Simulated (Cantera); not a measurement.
A freely propagating, adiabatic, planar premixed flame of 41.5 % H2, 9.88 % O2, 48.6 % N2, equivalence ratio 2.1, unburnt at 423 K and 0.340 bar; multicomponent transport, grid criteria slope 0.08 and curve 0.16, no radiation.

Computed with Cantera and the H2/O2 subset of GRI-Mech 3.0, which has no nitrogen chemistry. Burning velocities carry a grid error of a few per cent, more on coarse grids.

### Question
Predict: laminar burning velocity; thermal thickness; peak x(O); peak x(OH); peak x(H2O2).

### Answer
- laminar burning velocity = 354 cm/s
- thermal thickness = 1.70 mm
- peak x(O) = 0.00262
- peak x(OH) = 0.00202
- peak x(H2O2) = 1.84e-5
